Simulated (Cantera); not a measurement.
Feed: 1 mol SiO₂, 2.7 mol CO, 0.46 mol H₂, 0.63 mol CH₄, at 1752 °C and 0.820 bar.

Method: chemical equilibrium by Gibbs-energy minimisation in Cantera with the NASA 1993 tables (ideal gas, pure condensed phases). Candidate condensed phases: C, C₆H₆, C₇H₈, C₈H₁₈, H₂O, Si, SiC, SiO₂; 123 gas species. The tables hold silica as quartz up to 1696 K and as liquid above; real silica turns to tridymite and cristobalite and melts near 1996 K. Equilibrium is a limit: real reactors are often held back by kinetics, nucleation or transport.

Base state: CO 0.585, H₂ 0.302, SiO 0.111, H 0.00117, H₂O 0.000350, CO₂ 0.000145 (mole fractions); condensed: SiO₂(l).

**Question.** What changes in the equilibrium state with this change: SiO₂ replaced by CuO?

**Answer.** 
| species | before | after |
|---|---|---|
| CO | 0.585 | 0.631 |
| H₂ | 0.302 | 0.288 |
| H₂O | 0.000350 | 0.0495 |
| SiO | 0.111 | 0 |
| CO₂ | 0.000145 | 0.0232 |
| Cu | 0 | 0.00660 |
| Cu₂ | 0 | 2.97e-5 |
| OH | 1.42e-7 | 2.05e-5 |
| H | 0.00117 | 0.00114 |
| SiO₂(l), mol | 0.367 | 0 |
| Cu(l), mol | 0 | 0.966 |
Further candidate phases: Cu, CuO, Cu(OH)₂, Cu₂O.
